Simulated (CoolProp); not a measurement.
Vapour-liquid equilibrium of R143a (1) + R152A (2) at 43.25 °C; x and y are mole fractions of (1).

The numbers come from the multi-fluid Helmholtz-energy mixture model, Lemmon and Jacobsen 2000 and Outcalt 1996; pair parameters Bell 2016 in CoolProp.

```json
[
 {"x": "0.05", "bubble pressure (MPa)": "1.050", "y at the bubble point": "0.091", "dew pressure at overall composition x (MPa)": "1.023", "liquid density (mol/L)": "12.73"},
 {"x": "0.15", "bubble pressure (MPa)": "1.164", "y at the bubble point": "0.244", "dew pressure at overall composition x (MPa)": "1.092", "liquid density (mol/L)": "12.44"},
 {"x": "0.25", "bubble pressure (MPa)": "1.270", "y at the bubble point": "0.370", "dew pressure at overall composition x (MPa)": "1.168", "liquid density (mol/L)": "12.16"},
 {"x": "0.35", "bubble pressure (MPa)": "1.372", "y at the bubble point": "0.477", "dew pressure at overall composition x (MPa)": "1.253", "liquid density (mol/L)": "11.87"},
 {"x": "0.45", "bubble pressure (MPa)": "1.469", "y at the bubble point": "0.571", "dew pressure at overall composition x (MPa)": "1.345", "liquid density (mol/L)": "11.59"},
 {"x": "0.55", "bubble pressure (MPa)": "1.564", "y at the bubble point": "0.658", "dew pressure at overall composition x (MPa)": "1.446", "liquid density (mol/L)": "11.30"},
 {"x": "0.65", "bubble pressure (MPa)": "1.657", "y at the bubble point": "0.738", "dew pressure at overall composition x (MPa)": "1.555", "liquid density (mol/L)": "11.02"},
 {"x": "0.75", "bubble pressure (MPa)": "1.748", "y at the bubble point": "0.815", "dew pressure at overall composition x (MPa)": "1.671", "liquid density (mol/L)": "10.74"},
 {"x": "0.85", "bubble pressure (MPa)": "1.840", "y at the bubble point": "0.890", "dew pressure at overall composition x (MPa)": "1.791", "liquid density (mol/L)": "10.46"},
 {"x": "0.95", "bubble pressure (MPa)": "1.931", "y at the bubble point": "0.963", "dew pressure at overall composition x (MPa)": "1.915", "liquid density (mol/L)": "10.17"}
]
```

No azeotrope shows between x = 0.05 and 0.95.

The pair parameters rest on a limited set of measurements; away from them the model extrapolates.
